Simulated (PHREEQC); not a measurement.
# Silver or lead bath (model solution)

Dissolve 0.27 mol/kgw Pb(NO3)2, 0.021 mol/kgw NaCl and 0.00056 mol/kgw Cu(NO3)2 at 25 °C. Closed to the air; pH follows from the charge balance.

Model: ion-association model, wateq4f.dat, run in PHREEQC.

This is a speciation only: nothing precipitates in the calculation.

Question: Estimate the pH, activity of water.

Answer: pH 4.12; activity of water 0.988.

Question: In which forms is Cl present?

Answer: PbCl+ 52 %, Cl- 47 %, PbCl2 0.7 % of the Cl.
